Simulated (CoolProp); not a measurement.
Vapour-liquid equilibrium of R113 (1) + n-heptane (2) at 312.2 K; x and y are mole fractions of (1).

Model: multi-fluid Helmholtz-energy mixture model, Marx 1992 and Span 2003; pair parameters Bell 2016, in CoolProp.

```
x      bubble pressure (MPa)  y at the bubble point  dew pressure at overall composition x (MPa)  liquid density (mol/L)
-----  ---------------------  ---------------------  -------------------------------------------  ----------------------
0.05                 0.01616                  0.302                                      0.01237                   6.724
0.125                0.02242                  0.533                                      0.01330                   6.819
0.2                  0.02833                  0.659                                      0.01438                   6.916
0.275                0.03386                  0.738                                      0.01564                   7.015
0.35                 0.03902                  0.792                                      0.01715                   7.118
0.425                0.04383                  0.833                                      0.01898                   7.223
0.5                  0.04833                  0.864                                      0.02124                   7.331
0.575                0.05259                  0.890                                      0.02410                   7.443
0.65                 0.05668                  0.912                                      0.02782                   7.558
0.725                0.06067                  0.932                                      0.03283                   7.678
0.8                  0.06464                  0.951                                      0.03987                   7.803
0.875                0.06866                  0.969                                      0.05007                   7.932
0.95                 0.07280                  0.987                                      0.06443                   8.067
```

No azeotrope shows between x = 0.05 and 0.95.

The pair parameters rest on a limited set of measurements; away from them the model extrapolates.
